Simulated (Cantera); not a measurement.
An isothermal plug-flow reactor at 898 K and 0.480 bar (inlet), inlet velocity 0.038 m/s, active area per volume 620 1/m; feed 0.492 % CH4, 13.1 % O2, 86.4 % N2, equivalence ratio 0.075.

Cantera simulation using Deutschmann's 1995 Pt surface mechanism with GRI-Mech 3.0 gas chemistry; the numbers are that mechanism's predictions, not measurements. Catalytic surfaces can have several steady states; this one follows from the mechanism file's or the stated starting coverage. Mass transfer to the wall is taken as infinitely fast.

**Question.** Predict: x(CH4) at z = 0.016 m; x(O2) at z = 0.016 m; x(H2O) at z = 0.016 m; x(CO2) at z = 0.016 m; x(CO) at z = 0.016 m; θ(free Pt) at the exit; θ(O*) at the exit; θ(OH*) at the exit.

**Answer.** 
| Item | Result |
|---|---|
| x(CH4) at z = 0.016 m | 2.40e-5 |
| x(O2) at z = 0.016 m | 0.121 |
| x(H2O) at z = 0.016 m | 0.00978 |
| x(CO2) at z = 0.016 m | 0.00488 |
| x(CO) at z = 0.016 m | 8.45e-9 |
| θ(free Pt) at the exit | 0.119 |
| θ(O*) at the exit | 0.879 |
| θ(OH*) at the exit | 0.00148 |
